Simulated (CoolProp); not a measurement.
Computed with CoolProp (reference Helmholtz-energy equation of state, Thol 2018).

### Question
Give the vapour pressure (bar), liquid density (kg/m³), vapour density (kg/m³), enthalpy of vaporisation (kJ/kg) of saturated hydrogen chloride at 224.4 K.

### Answer
| T (K) | p (bar) | liquid density (kg/m³) | vapour density (kg/m³) | enthalpy of vaporisation (kJ/kg) |
|---|---|---|---|---|
| 224.4 | 5.53 | 1090 | 11.9 | 400 |
